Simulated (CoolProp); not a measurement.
Values from CoolProp's reference Helmholtz-energy equation of state, Lemmon 2006. It is a short technical equation, of lower accuracy than the large ones.

Task: For C2F6 (R116), give the phase and the density (kg/m³), cv (kJ/(kg K)), speed of sound (m/s) at 216.9 K and 0.72 MPa.

Result: 
- 216.9 K and 0.72 MPa: liquid; density 1510, cv 0.658, speed of sound 471
